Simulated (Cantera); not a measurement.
A Cantera script and what it prints.

```python
import numpy as np
import cantera as ct

gas_names = """
    AL ALC ALN ALO ALO2 AL2 AL2O AL2O2 C CN CO CO2 C2 CCN CNC C2N2 C2O C3 C3O2 C4 C4N2 C5 N NCO NO NO2
    NO3 N2 N2O O O2 O3
""".split()
cond_names = """
    AL(cr) AL(L) ALN(s) AL2O3(a) AL2O3(L) C(gr)
""".split()


# ... load() reads the species with a 1 bar reference pressure and builds the phases ...
atoms = {
    'Al': {'AL': 1},
    'CO': {'C': 1, 'O': 1},
    'N2': {'N': 2},
}
top_T = {'ALN(s)': 2750, 'C(gr)': 4500}  # K; cautious upper limits of use, not melting points


# ... equilibrate(T, P, feed) seeds the gas with the atoms and calls Mixture.equilibrate('TP', solver="vcs", rtol=1e-11, max_steps=5000) ...
results = []
feed = {'Al': 1, 'CO': 3.2, 'N2': 1.2}  # mol
P = 14000  # Pa
for T in [1073, 1173, 1273, 1373, 1473, 1573, 1673, 1773, 1873]:
    mix = equilibrate(T, P, feed)
    results.append((T, P, feed, dict(zip(mix.species_names, mix.species_moles))))

top = {s: max(r[3][s] / sum(r[3][g] for g in gas_names) for r in results) for s in gas_names}
cols = sorted((s for s in top if top[s] > 1e-05), key=lambda s: -top[s])[:9]
seen = [c for c in cond_names if any(r[3].get(c, 0) > 1e-12 for r in results)]
print("log10 of partial pressures in bar; condensed amounts in mol")
print(f"{'T/K':>10s}" + "".join(f"{s[:9]:>10s}" for s in cols + seen))
for T, P, feed, n in results:
    ng = sum(n[g] for g in gas_names)
    print(f"{T:10.4g}" + "".join(f"{np.log10(max(n[s] / ng * P / 1e5, 1e-99)):10.3f}" for s in cols)
          + "".join(f"{n.get(c, 0):10.4g}" for c in seen))
```

Result:

```
log10 of partial pressures in bar; condensed amounts in mol
       T/K        CO        N2       CO2        AL      AL2O    ALN(s)  AL2O3(a)     C(gr)
      1073    -1.093    -1.234    -3.037   -24.993   -31.385         0       0.5     1.519
      1173    -1.087    -1.237    -3.729   -20.896   -26.055         0       0.5     1.504
      1273    -1.086    -1.237    -4.316   -17.446   -21.571         0       0.5     1.501
      1373    -1.086    -1.237    -4.815   -14.506   -17.752         0       0.5       1.5
      1473    -1.086    -1.237    -5.244   -11.971   -14.464         0       0.5       1.5
      1573    -1.086    -1.237    -5.616    -9.766   -11.604         0       0.5       1.5
      1673    -1.086    -1.237    -5.941    -7.829    -9.096         0       0.5       1.5
      1773    -1.056    -1.283    -6.168    -6.161    -6.939    0.1365    0.4317     1.295
      1873    -0.940    -1.600    -6.189    -5.006    -5.592    0.9996         0  8.82e-05
```

Cantera equilibrium calculation (NASA polynomials, part measured and part estimated; ideal gas, pure solids and liquids). Mutual solubility and eutectic melting of coexisting phases are not modelled. Condensed phases not in the tables: aluminium oxynitride.
